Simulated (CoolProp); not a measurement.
A single-stage vapour-compression cycle with dimethyl ether: evaporating at 312.15 K (dew point), condensing at 363.15 K (bubble point), superheat 8 K, subcooling 2 K, compressor efficiency 0.6, no pressure losses. Each further row changes one setting.

Computed with CoolProp (reference Helmholtz-energy equation of state, Wu 2011).

| case | cooling COP | pressure ratio | discharge temperature (K) | refrigerating effect (kJ/kg) | volumetric capacity (kJ/m³) |
|---|---|---|---|---|---|
| as stated | 2.69 | 3.14 | 395.8 | 259 | 4500 |
| evaporating temperature 317.15 K | 3.10 | 2.76 | 392.9 | 263 | 5200 |
| condensing temperature 358.15 K | 3.11 | 2.84 | 389.1 | 274 | 4760 |
| subcooling 7 K | 2.85 | 3.14 | 395.8 | 274 | 4770 |
| superheat 18 K | 2.72 | 3.14 | 406.6 | 277 | 4580 |
| compressor efficiency 0.5 | 2.24 | 3.14 | 404.7 | 259 | 4500 |
